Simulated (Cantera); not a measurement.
Cantera run:

```python
import numpy as np
import cantera as ct

gas_names = """
    CL CLO CL2 Mg MgCL MgCL2 MgO Mg2 O O2 O3
""".split()
cond_names = """
    Mg(cr) Mg(L) MgCL2(s) MgCL2(L) MgO(s) MgO(L)
""".split()


def load(file, names, dense=False):
    # The tables refer to 1 bar. Condensed volumes are neglected.
    table = {s.name: s for s in ct.Species.list_from_file(file)}
    out = []
    for n in names:
        d = dict(table[n].input_data)
        d["thermo"] = dict(d["thermo"], **{"reference-pressure": 1e5})
        if dense:
            d["equation-of-state"] = {"model": "constant-volume", "density": "1e6 g/cm^3"}
        out.append(ct.Species.from_dict(d))
    return out


gas = ct.Solution(thermo="ideal-gas", species=load("nasa_gas.yaml", gas_names))
cond = {s.name: ct.Solution(thermo="fixed-stoichiometry", species=[s], name=s.name)
        for s in load("nasa_condensed.yaml", cond_names, dense=True)}
atoms = {
    'MgO': {'Mg': 1, 'O': 1},
    'Cl2': {'CL': 2},
    'O2': {'O': 2},
}
top_T = {}  # K; cautious upper limits of use, not melting points


def equilibrate(T, P, feed):
    n = {}
    for name, mol in feed.items():
        for a, k in atoms[name].items():
            n[a] = n.get(a, 0.0) + k * mol
    gas.TPX = T, P, n
    mass = sum(n.values()) * gas.mean_molecular_weight
    gas.equilibrate("TP")
    valid = [c for c in cond.values() if c.min_temp <= T <= top_T.get(c.name, c.max_temp)]
    mix = ct.Mixture([(gas, mass / gas.mean_molecular_weight)] + [(c, 0.0) for c in valid])
    mix.T, mix.P = T, P
    mix.equilibrate("TP", solver="vcs", rtol=1e-11, max_steps=5000)
    return mix


results = []
feed = {'MgO': 1, 'Cl2': 14, 'O2': 0.32}  # mol
T = 1700  # K
P = 1  # Pa
mix = equilibrate(T, P, feed)
results.append((T, P, feed, dict(zip(mix.species_names, mix.species_moles))))
print(gas.report(threshold=1e-06))
for i in range(1, mix.n_phases):
    print(f"{mix.phase(i).name:16s} {mix.phase_moles(i):12.5e} mol")
```

It prints:

```
       temperature   1700 K
          pressure   1 Pa
           density   2.6501e-06 kg/m^3
  mean mol. weight   37.458 kg/kmol
   phase of matter   gas

                          1 kg             1 kmol
                     ---------------   ---------------
          enthalpy        3.5577e+06        1.3327e+08  J
   internal energy        3.1804e+06        1.1913e+08  J
           entropy            8284.7        3.1033e+05  J/K
    Gibbs function       -1.0526e+07       -3.9429e+08  J
 heat capacity c_p            625.15             23417  J/K
 heat capacity c_v            403.18             15102  J/K

                      mass frac. Y      mole frac. X     chem. pot. / RT
                     ---------------   ---------------   ---------------
                CL            0.8832           0.93322           -25.339
               CLO         1.335e-05        9.7199e-06           -46.978
               CL2         0.0004467          0.000236           -50.677
                Mg         1.615e-05        2.4889e-05           -31.876
              MgCL        4.3142e-05        2.7044e-05           -57.215
             MgCL2          0.091135          0.035856           -82.554
                 O         0.0010148         0.0023759           -21.639
                O2          0.024134          0.028252           -43.279
     [   +3 minor]        1.4661e-07        1.3626e-07

Mg(L)             0.00000e+00 mol
MgCL2(L)          0.00000e+00 mol
MgO(s)            0.00000e+00 mol
```

These are equilibrium values from Cantera (NASA tables, ideal gas, pure condensed phases), not measurements of a reactor.
